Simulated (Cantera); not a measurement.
Cantera run:

```python
import numpy as np
import cantera as ct

gas_names = """
    Electron N N+ N- NO NO+ NO2 NO2- NO3 NO3- N2 N2+ N2- N2O N2O+ O O+ O- O2 O2+ O2- O3
""".split()
cond_names = """

""".split()


# ... load() reads the species with a 1 bar reference pressure and builds the phases ...
atoms = {
    'N2O': {'N': 2, 'O': 1},
    'O2': {'O': 2},
    'N2': {'N': 2},
}
top_T = {}  # K; cautious upper limits of use, not melting points


# ... equilibrate(T, P, feed) seeds the gas with the atoms and calls Mixture.equilibrate('TP', solver="vcs", rtol=1e-11, max_steps=5000) ...
results = []
feed = {'N2O': 1, 'O2': 2.2, 'N2': 0.19}  # mol
P = 10000  # Pa
for T in [2000, 2500, 3000, 3500, 4000, 4500, 5000]:
    mix = equilibrate(T, P, feed)
    results.append((T, P, feed, dict(zip(mix.species_names, mix.species_moles))))

top = {s: max(r[3][s] / sum(r[3][g] for g in gas_names) for r in results) for s in gas_names}
cols = sorted((s for s in top if top[s] > 1e-05), key=lambda s: -top[s])[:7]
seen = [c for c in cond_names if any(r[3].get(c, 0) > 1e-12 for r in results)]
print("log10 of partial pressures in bar; condensed amounts in mol")
print(f"{'T/K':>10s}" + "".join(f"{s[:9]:>10s}" for s in cols + seen))
for T, P, feed, n in results:
    ng = sum(n[g] for g in gas_names)
    print(f"{T:10.4g}" + "".join(f"{np.log10(max(n[s] / ng * P / 1e5, 1e-99)):10.3f}" for s in cols)
          + "".join(f"{n.get(c, 0):10.4g}" for c in seen))
```

Output:

```
log10 of partial pressures in bar; condensed amounts in mol
       T/K         O        O2        N2         N        NO  Electron       NO+
      2000    -3.756    -1.162    -1.521    -9.805    -3.067   -12.521   -12.511
      2500    -2.432    -1.187    -1.541    -7.304    -2.611    -9.843    -9.836
      3000    -1.611    -1.331    -1.605    -5.659    -2.398    -8.085    -8.079
      3500    -1.211    -1.808    -1.711    -4.510    -2.464    -6.926    -6.922
      4000    -1.111    -2.567    -1.755    -3.628    -2.698    -6.138    -6.137
      4500    -1.096    -3.285    -1.770    -2.931    -2.935    -5.545    -5.546
      5000    -1.099    -3.888    -1.813    -2.386    -3.156    -5.080    -5.085
```

These are equilibrium values from Cantera (NASA tables, ideal gas, pure condensed phases), not measurements of a reactor.
